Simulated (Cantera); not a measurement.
Mixture: 9.05 % CH4, 0.525 % C2H6, 15.3 % O2, 75.1 % N2, equivalence ratio 1.3, at 0.987 atm, adiabatic and at constant pressure. Ignition delay is the time to a rise of 400 K.

Computed with Cantera and GRI-Mech 3.0 (53 species, 325 reactions).

Q: Predict: delay at 1100 K; delay at 1200 K; delay at 1300 K; delay at 1400 K; delay at 1500 K; delay at 1600 K; apparent activation energy between 1400 and 1600 K.

A: 
- delay at 1100 K: 55.2 ms
- delay at 1200 K: 16.2 ms
- delay at 1300 K: 4.98 ms
- delay at 1400 K: 1.58 ms
- delay at 1500 K: 0.544 ms
- delay at 1600 K: 0.215 ms
- apparent activation energy between 1400 and 1600 K: 190 kJ/mol
